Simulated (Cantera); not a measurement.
A freely propagating, adiabatic, planar premixed flame of H₂ : O₂ : N₂ = 1 : 0.455 : 1.71 (molar parts), equivalence ratio 1.1, unburnt at 548 K and 225 Torr; mixture-averaged transport, grid criteria slope 0.08 and curve 0.16, no radiation.

Model: the H2/O2 subset of GRI-Mech 3.0, which has no nitrogen chemistry, integrated in Cantera. Burning velocities carry a grid error of a few per cent, more on coarse grids.

x: mole fraction of selected species; z is measured from the peak of heat release.

```json
[
 {"z (mm)": "-6.57", "T (K)": "548", "u (m/s)": "5.97", "x H₂": "0.316", "x O₂": "0.144", "x HO₂": "<1e-8", "x H": "<1e-8", "x O": "<1e-8", "x H₂O₂": "<1e-8"},
 {"z (mm)": "-4.38", "T (K)": "548", "u (m/s)": "5.97", "x H₂": "0.316", "x O₂": "0.144", "x HO₂": "<1e-8", "x H": "<1e-8", "x O": "<1e-8", "x H₂O₂": "<1e-8"},
 {"z (mm)": "-3.29", "T (K)": "548", "u (m/s)": "5.97", "x H₂": "0.316", "x O₂": "0.144", "x HO₂": "<1e-8", "x H": "<1e-8", "x O": "<1e-8", "x H₂O₂": "<1e-8"},
 {"z (mm)": "-2.19", "T (K)": "548", "u (m/s)": "5.97", "x H₂": "0.316", "x O₂": "0.144", "x HO₂": "9.61e-8", "x H": "1.16e-8", "x O": "<1e-8", "x H₂O₂": "<1e-8"},
 {"z (mm)": "-1.10", "T (K)": "554", "u (m/s)": "6.02", "x H₂": "0.315", "x O₂": "0.144", "x HO₂": "9.65e-5", "x H": "0.000111", "x O": "3.87e-6", "x H₂O₂": "1.08e-6"},
 {"z (mm)": "-0.548", "T (K)": "703", "u (m/s)": "7.54", "x H₂": "0.291", "x O₂": "0.140", "x HO₂": "8.25e-5", "x H": "0.00635", "x O": "0.000189", "x H₂O₂": "5.01e-6"},
 {"z (mm)": "0", "T (K)": "1139", "u (m/s)": "11.8", "x H₂": "0.165", "x O₂": "0.0968", "x HO₂": "3.12e-5", "x H": "0.0556", "x O": "0.00641", "x H₂O₂": "1.47e-6"},
 {"z (mm)": "0.548", "T (K)": "1445", "u (m/s)": "14.8", "x H₂": "0.0665", "x O₂": "0.0355", "x HO₂": "1.04e-5", "x H": "0.0852", "x O": "0.0133", "x H₂O₂": "1.45e-6"},
 {"z (mm)": "1.10", "T (K)": "1575", "u (m/s)": "16.0", "x H₂": "0.0578", "x O₂": "0.0262", "x HO₂": "6.76e-6", "x H": "0.0784", "x O": "0.0136", "x H₂O₂": "9.95e-7"},
 {"z (mm)": "2.19", "T (K)": "1724", "u (m/s)": "17.3", "x H₂": "0.0593", "x O₂": "0.0226", "x HO₂": "4.93e-6", "x H": "0.0645", "x O": "0.0124", "x H₂O₂": "5.50e-7"},
 {"z (mm)": "4.38", "T (K)": "1883", "u (m/s)": "18.7", "x H₂": "0.0599", "x O₂": "?", "x HO₂": "?", "x H": "?", "x O": "?", "x H₂O₂": "?"},
 {"z (mm)": "8.76", "T (K)": "2045", "u (m/s)": "20.0", "x H₂": "0.0584", "x O₂": "0.0156", "x HO₂": "2.47e-6", "x H": "0.0365", "x O": "0.00803", "x H₂O₂": "1.57e-7"},
 {"z (mm)": "17.5", "T (K)": "2197", "u (m/s)": "21.3", "x H₂": "0.0548", "x O₂": "0.0120", "x HO₂": "1.74e-6", "x H": "0.0250", "x O": "0.00558", "x H₂O₂": "1.00e-7"}
]
```

Problem. Fill in the missing entries.

Solution. 
- 4.38, x O₂: 0.0192
- 4.38, x HO₂: 3.54e-6
- 4.38, x H: 0.0500
- 4.38, x O: 0.0105
- 4.38, x H₂O₂: 2.86e-7
